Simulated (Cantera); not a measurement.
**MgO + Cl₂ + O₂ (chemical vapour transport)**

Charge: 1 mol MgO, 1.3 mol Cl₂, 2 mol O₂, at 0.710 bar.

Method: chemical equilibrium by Gibbs-energy minimisation in Cantera with the NASA 1993 tables (ideal gas, pure condensed phases). Candidate condensed phases: Mg, MgCl₂, MgO; 11 gas species. Rates play no part.

```tsv
T (K)	log p O₂	log p Cl₂	log p MgCl₂	log p Cl	n MgO(s)
948	-0.37	-0.55	-5.21	-4.04	1.000
998	-0.37	-0.55	-4.65	-3.70	1.000
1048	-0.37	-0.55	-4.14	-3.39	1.000
1098	-0.37	-0.55	-3.68	-3.11	0.999
1148	-0.37	-0.56	-3.26	-2.85	0.997
1198	-0.37	-0.56	-2.88	-2.61	0.994
1248	-0.37	-0.56	-2.53	-2.40	0.986
1298	-0.37	-0.57	-2.22	-2.20	0.972
1348	-0.37	-0.59	-1.93	-2.02	0.945
1398	-0.37	-0.61	-1.68	-1.86	0.900
```
log p: log10 of the partial pressure in bar; n: condensed amount in mol.

From 948 K to 1398 K the condensed part is MgO(s). The main Mg-bearing gas is MgCl₂ throughout.
